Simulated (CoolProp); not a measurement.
Nitrous oxide along the isobar 23.3 MPa: density (kg/m³) from the reference equation and from simpler models built on Tc = 309.5 K, pc = 7.245 MPa, ω = 0.161; each cubic takes its own stable root.

Values from CoolProp's reference Helmholtz-energy equation of state, Lemmon 2006. It is a short technical equation, of lower accuracy than the large ones.

```tsv
T (K)	phase	reference	van der Waals	Soave-Redlich-Kwong
242.5	liquid	1101	___	___
250.6	liquid	1076	725.4	1008
258.6	liquid	1052	714.2	___
266.7	liquid	___	702.6	957.5
274.8	liquid	1000	690.8	930.3
282.9	liquid	972.7	678.6	901.8
290.9	liquid	944.7	___	___
299	liquid	___	653.4	841.6
307.1	liquid	884.5	___	809.3
315.1	supercritical	852.8	627.0	776.2
323.2	supercritical	819.1	613.1	741.6
331.3	supercritical	783.9	598.9	706.0
339.3	supercritical	747.7	584.6	670.1
```

Question: What belongs in the gaps?

Answer: 
- 242.5, van der Waals: 736.5
- 242.5, Soave-Redlich-Kwong: 1032
- 258.6, Soave-Redlich-Kwong: 983.5
- 266.7, reference: 1026
- 290.9, van der Waals: 666.2
- 290.9, Soave-Redlich-Kwong: 872.5
- 299, reference: 915.3
- 307.1, van der Waals: 640.3
